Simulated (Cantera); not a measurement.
What does this Cantera script print?

```python
import numpy as np
import cantera as ct

gas = ct.Solution("gri30.yaml")
gas.TPX = 700, 1000000, {'CH4': 1, 'O2': 1.33, 'N2': 5.01}
inlet = ct.Reservoir(gas, clone=True)
gas.equilibrate("HP")  # start burning
reactor = ct.IdealGasConstPressureReactor(gas, energy="on", clone=False)
exhaust = ct.Reservoir(gas, clone=True)
tau = [0.099, 0.032, 0.011, 0.0035, 0.0011, 0.00037, 0.00012, 3.9e-05, 1.3e-05, 4.2e-06][0]
for a, b in ((inlet, reactor), (reactor, exhaust)):
    ct.MassFlowController(a, b, mdot=lambda t: reactor.mass / tau)
net = ct.ReactorNet([reactor])
show = ['CH4', 'O2', 'H2', 'CO', 'CH2O', 'NO', 'C2H6']

rows = []
print(f"{'tau/s':>10s}{'T/K':>9s}" + "".join(f"{s:>11s}" for s in show))
for tau in [0.099, 0.032, 0.011, 0.0035, 0.0011, 0.00037, 0.00012, 3.9e-05, 1.3e-05, 4.2e-06]:
    net.initial_time = 0.0
    net.advance(30 * tau)
    before = gas.X
    net.advance(40 * tau)
    drift = np.max(np.abs(gas.X - before) / (gas.X + 1e-9))
    rows.append([gas.T, *gas[show].X, drift])
    print(f"{tau:10.3e}{gas.T:9.1f}" + "".join(f"{x:11.3e}" for x in gas[show].X))
```

It prints:

```
     tau/s      T/K        CH4         O2         H2         CO       CH2O         NO       C2H6
 9.900e-02   2194.3  1.190e-04  1.765e-05  7.840e-02  8.820e-02  5.395e-07  5.122e-05  3.031e-09
 3.200e-02   2194.7  3.247e-04  5.148e-05  7.782e-02  8.787e-02  1.499e-06  7.431e-05  2.381e-08
 1.100e-02   2195.9  7.740e-04  1.425e-04  7.638e-02  8.701e-02  3.839e-06  9.321e-05  1.448e-07
 3.500e-03   2197.8  1.681e-03  4.162e-04  7.302e-02  8.485e-02  9.825e-06  9.424e-05  7.746e-07
 1.100e-03   2196.7  3.083e-03  1.190e-03  6.742e-02  8.118e-02  2.369e-05  7.344e-05  3.223e-06
 3.700e-04   2183.4  4.944e-03  3.140e-03  6.093e-02  7.728e-02  5.263e-05  4.635e-05  1.097e-05
 1.200e-04   2129.0  8.497e-03  9.151e-03  5.347e-02  7.400e-02  1.279e-04  1.774e-05  4.656e-05
 3.900e-05    700.0  1.362e-01  1.812e-01  1.907e-16  2.794e-16  5.329e-17  1.983e-20  1.048e-17
 1.300e-05    700.0  1.362e-01  1.812e-01  9.910e-19  1.451e-18  5.001e-18  1.030e-22  5.447e-20
 4.200e-06    700.0  1.362e-01  1.812e-01 -2.606e-22 -3.864e-22  4.882e-19 -2.743e-26 -1.436e-23
```

Detailed kinetics in Cantera: GRI-Mech 3.0 (53 species, 325 reactions).
